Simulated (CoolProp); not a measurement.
Acetone at several states: density (kg/m³) from the reference equation and from simpler models built on Tc = 235.0 °C, pc = 4.692 MPa, ω = 0.307; each cubic takes its own stable root.

Computed with CoolProp (reference Helmholtz-energy equation of state, Lemmon 2006). It is a short technical equation, of lower accuracy than the large ones.

```
T (°C)  p (MPa)   phase  reference  van der Waals  Soave-Redlich-Kwong  Peng-Robinson
------  -------  ------  ---------  -------------  -------------------  -------------
114.15     4.29  liquid        [?]            [?]                  [?]          604.2
18.75      7.33  liquid      798.4          416.0                624.5          702.7
172.55   0.0822     gas      1.303          1.298                1.300          1.301
151.25     7.01  liquid        [?]          346.7                496.0          560.2
91.45     0.212     gas      4.361            [?]                  [?]            [?]
144.85    0.339     gas      6.036          5.872                  [?]          5.973
```

What belongs in the gaps?


- 114.15, reference: 683.0
- 114.15, van der Waals: 359.8
- 114.15, Soave-Redlich-Kwong: 534.1
- 151.25, reference: 637.8
- 91.45, van der Waals: 4.187
- 91.45, Soave-Redlich-Kwong: 4.255
- 91.45, Peng-Robinson: 4.265
- 144.85, Soave-Redlich-Kwong: 5.952
